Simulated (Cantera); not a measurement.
Mixture: 4.08 % CH₄, 0.118 % CO, 19.1 % O₂, 72.6 % N₂, 4.08 % H₂O, equivalence ratio 0.43, at 1.00 bar, adiabatic and at constant volume. Ignition delay is the time to a rise of 400 K.

Cantera simulation using GRI-Mech 3.0 (53 species, 325 reactions); the numbers are that mechanism's predictions, not measurements.

Problem. Predict: delay at 1150 K; delay at 1250 K; delay at 1350 K; delay at 1450 K; delay at 1550 K; apparent activation energy between 1450 and 1550 K.

Solution. 
```json
{
 "delay at 1150 K": "65.5 ms",
 "delay at 1250 K": "15.8 ms",
 "delay at 1350 K": "4.47 ms",
 "delay at 1450 K": "1.49 ms",
 "delay at 1550 K": "0.589 ms",
 "apparent activation energy between 1450 and 1550 K": "170 kJ/mol"
}
```
